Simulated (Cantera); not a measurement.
A closed system holds: 1 mol BN, 1.9 mol HCl, 0.88 mol N₂, held at 1600 °C and 10000 Pa.

Cantera equilibrium calculation (NASA polynomials, part measured and part estimated; ideal gas, pure solids and liquids). Candidate condensed phases: B, BN, NH₄Cl; 21 gas species. The tables' values for BCl₂, BCl are old estimates; treat these amounts as uncertain. Gases not in the tables: BHCl₂. Equilibrium is a limit: real reactors are often held back by kinetics, nucleation or transport.

Base state: HCl 0.554, N₂ 0.336, H₂ 0.0626, BCl₃ 0.0383, Cl 0.00343, BCl₂ 0.00307, BCl 0.00135, H 0.000511 (mole fractions); condensed: BN(s).

Task: What changes in the equilibrium state with this change: temperature from 1600 °C to 1427 °C?

Result: 
```json
[
 {"species": "HCl", "before": "0.554", "after": "0.589"},
 {"species": "N₂", "before": "0.336", "after": "0.332"},
 {"species": "H₂", "before": "0.0626", "after": "0.0468"},
 {"species": "BCl₃", "before": "0.0383", "after": "0.0306"},
 {"species": "BCl", "before": "0.00135", "after": "7.42e-5"},
 {"species": "BCl₂", "before": "0.00307", "after": "0.000465"},
 {"species": "H", "before": "0.000511", "after": "0.000101"},
 {"species": "Cl", "before": "0.00343", "after": "0.000986"},
 {"species": "BN(s), mol", "before": "0.881", "after": "0.913"}
]
```
